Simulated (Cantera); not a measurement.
Input: 1 mol MgSO₄, 1.3 mol H₂, 1.1 mol CO₂, equilibrated at 798.15 K and 1.00 bar.

Method: chemical equilibrium by Gibbs-energy minimisation in Cantera with the NASA 1993 tables (ideal gas, pure condensed phases). Candidate condensed phases: C, C₆H₆, C₇H₈, C₈H₁₈, H₂O, H₂SO₄, Mg, MgCO₃, MgO, Mg(OH)₂, MgS, MgSO₄, S; 130 gas species. Gases not in the tables: S₃ to S₇. The numbers say what is thermodynamically allowed, not how fast it happens.

Base state: H₂O 0.394, CO₂ 0.361, SO₂ 0.194, H₂S 0.0328, S₂ 0.0157, S₂O 0.00128, COS 0.000231, H₂ 0.000127 (mole fractions); condensed: MgO(s) + MgSO₄(s).

### Question
What changes in the equilibrium state with this change: CO₂ from 1.1 to 0.09 mol?

### Answer
| species | before | after |
|---|---|---|
| H₂O | 0.394 | 0.629 |
| SO₂ | 0.194 | 0.214 |
| H₂S | 0.0328 | 0.0774 |
| CO₂ | 0.361 | 0.0489 |
| S₂ | 0.0157 | 0.0281 |
| S₈ | 1.48e-5 | 0.000153 |
| CO | 2.72e-5 | 4.06e-6 |
| COS | 0.000231 | 4.62e-5 |
| H₂ | 0.000127 | 0.000223 |
| S₂O | 0.00128 | 0.00209 |
| MgO(s), mol | 0.795 | 0.650 |
| MgSO₄(s), mol | 0.205 | 0.350 |
